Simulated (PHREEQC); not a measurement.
A solution holds 2.2 mmol/kgw Ca(HCO3)2, 67 mmol/kgw NH4Br and 2.3 mmol/kgw NaHSO4, at 20 °C. Closed to the air; pH follows from the charge balance.

Equilibrium calculation in PHREEQC: ion-association model, phreeqc.dat.

```yaml
pH: 6.22
ionic_strength: 0.0766 mol/kgw
specific_conductance: 8030 µS/cm
density: 1.002 g/cm³
total_alkalinity: 2.10 meq/kg
```

| species | molality | activity | log γ |
|---|---|---|---|
| Br- | 0.0670 | 0.0520 | -0.110 |
| NH4+ | 0.0664 | 0.0511 | -0.114 |
| CO2 | 0.00233 | 0.00237 | 0.008 |
| Na+ | 0.00229 | 0.00184 | -0.096 |
| Ca+2 | 0.00208 | 0.000882 | -0.373 |
| HCO3- | 0.00204 | 0.00165 | -0.094 |
| SO4-2 | 0.00164 | 0.000671 | -0.388 |

No solid was allowed to form. Complexes and solids missing from the database can't appear.
